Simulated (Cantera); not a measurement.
Standard-state values (1 bar) from the NASA 1993 polynomials, evaluated with Cantera. Values are per mole of reaction as written; species without (g) are pure solids or liquids, kept so even where they would boil at 1 bar.

**Question.** Between 300 and 573 K, where is each reaction favourable under standard conditions?
- 2 Cu + Cl2(g) → 0.6667 Cu3Cl3(g)
- Pb + Cl2(g) → PbCl2(g)
- 2 Li + Cl2(g) → 2 LiCl(g)

**Answer.** 
- 2 Cu + Cl2(g) → 0.6667 Cu3Cl3(g): ΔG° is -171 kJ at 300 K and -171 kJ at 573 K; it stays negative (K > 1). ΔH° is -173 kJ and ΔS° -4 J/K at 573 K.
- Pb + Cl2(g) → PbCl2(g): ΔG° is -183 kJ at 300 K and -190 kJ at 573 K; it stays negative (K > 1). ΔH° is -176 kJ and ΔS° 25 J/K at 573 K.
- 2 Li + Cl2(g) → 2 LiCl(g): ΔG° is -435 kJ at 300 K and -471 kJ at 573 K; it stays negative (K > 1). ΔH° is -403 kJ and ΔS° 117 J/K at 573 K.
